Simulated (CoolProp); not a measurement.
Vapour-liquid equilibrium of dimethyl ether (1) + chloromethane (R40) (2) at 352 K; x and y are mole fractions of (1).

Values from CoolProp's multi-fluid Helmholtz-energy mixture model, Wu 2011 and Thol 2014; pair parameters Bell 2016.

| x | bubble pressure, mixture model (MPa) | bubble pressure, Raoult's law (MPa) | y, mixture model | y, Raoult's law |
|---|---|---|---|---|
| 0.05 | 2.133 | 2.150 | 0.046 | 0.051 |
| 0.2 | 2.098 | 2.154 | 0.190 | 0.202 |
| 0.35 | 2.077 | 2.158 | 0.344 | 0.353 |
| 0.5 | 2.072 | 2.163 | 0.502 | 0.503 |
| 0.65 | 2.084 | 2.167 | 0.660 | 0.653 |
| 0.8 | 2.113 | 2.172 | 0.812 | 0.802 |
| 0.95 | 2.159 | 2.176 | 0.955 | 0.951 |

The largest gap from Raoult's law is -4.2 % in bubble pressure, at x = 0.5. y crosses x between x = 0.35 and 0.5: the model has an azeotrope there.

The pair parameters rest on a limited set of measurements; away from them the model extrapolates.
